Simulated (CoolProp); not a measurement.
Vapour-liquid equilibrium of 1-butene (1) + acetone (2) at 66.05 °C; x and y are mole fractions of (1).

The numbers come from the multi-fluid Helmholtz-energy mixture model, Lemmon 2005 and Lemmon 2006; pair parameters Bell 2016 in CoolProp.

Question: Give the bubble pressure and the first vapour's composition at x = 0.25, 0.75, 0.85. Is there an azeotrope?

Answer: x = 0.25: 478.0 kPa, y = 0.742; x = 0.75: 764.3 kPa, y = 0.901; x = 0.85: 808.6 kPa, y = 0.931. No azeotrope shows between x = 0.05 and 0.95.

Pair parameters are fitted to limited data, so mixtures are less certain than the pure fluids.
